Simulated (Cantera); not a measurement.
Feed: 1 mol Si, 2 mol F2, 4 mol N2, at 525 °C and 14.0 Pa.

Method: chemical equilibrium by Gibbs-energy minimisation in Cantera with the NASA 1993 tables (ideal gas, pure condensed phases). Candidate condensed phases: Si, Si3N4; 16 gas species. Rates play no part.

Base state: N2 0.800, SiF4 0.200 (mole fractions); condensed: gas only.

### Question
What changes in the equilibrium state with this change: F2 from 2 to 2.7 mol?

### Answer
```tsv
species	before	after
N2	0.800	0.652
SiF4	0.200	0.163
F	<1e-9	0.142
F2	<1e-9	0.0431
NF3	<1e-9	2.15e-5
```
